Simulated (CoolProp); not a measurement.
Aqueous lithium chloride as a coolant, 15 % by mass, freezing at -23.9 °C, 1 atm.

Model: Melinder's fits for secondary coolants, in CoolProp.

```
T (°C)  cp (kJ/(kg K))  Prandtl number  viscosity (mPa s)  conductivity (W/(m K))
------  --------------  --------------  -----------------  ----------------------
-16.9              [?]             [?]               5.47                   0.509
-10              3.326            26.4               4.12                   0.519
-3.1               [?]            20.4               3.21                   0.529
3.8              3.382            16.2                [?]                   0.539
10.7             3.410            13.3               2.14                   0.549
17.6             3.438            11.1               1.81                   0.559
24.5             3.466            9.45                [?]                     [?]
31.5             3.494            8.10                [?]                   0.579
38.4             3.522            6.99               1.17                   0.589
```

**Question.** Complete the blanks.

**Answer.** 
- -16.9, cp (kJ/(kg K)): 3.298
- -16.9, Prandtl number: 35.5
- -3.1, cp (kJ/(kg K)): 3.354
- 3.8, viscosity (mPa s): 2.59
- 24.5, viscosity (mPa s): 1.55
- 24.5, conductivity (W/(m K)): 0.569
- 31.5, viscosity (mPa s): 1.34
